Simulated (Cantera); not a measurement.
**Diamond growth**

A diamond (100) surface in a fixed gas of H2 with x(CH4) = 0.0063, x(H) = 0.0011, x(CH3) = 0.00032, at 1025 K; coverages are run to steady state.

Computed with Cantera and the Harris–Goodwin 1993 mechanism for the reconstructed diamond (100) surface.

| P (Pa) | growth (µm/h) | θ c6HH | θ c6H* | θ c6*H | θ c6** | θ c6HM |
|---|---|---|---|---|---|---|
| 450 | 0.186 | 0.556 | 0.0195 | 0.374 | 0.00958 | 0.0288 |
| 760 | 0.437 | 0.546 | 0.0192 | 0.367 | 0.00940 | 0.0415 |
| 1300 | 0.995 | 0.534 | 0.0187 | 0.358 | 0.00919 | 0.0563 |
| 2200 | 2.10 | 0.522 | 0.0183 | 0.350 | 0.00898 | 0.0710 |
| 3800 | 4.27 | 0.512 | 0.0179 | 0.343 | 0.00879 | 0.0843 |
| 6400 | 8.00 | 0.504 | 0.0176 | 0.337 | 0.00865 | 0.0942 |
| 11000 | 14.8 | 0.498 | 0.0174 | 0.333 | 0.00854 | 0.102 |
| 19000 | 26.7 | 0.494 | 0.0173 | 0.330 | 0.00848 | 0.106 |
θ: site fractions in the mechanism's names (c6HH fully hydrogenated, c6H* and c6*H radical sites, c6** diradical, c6HM methylated).
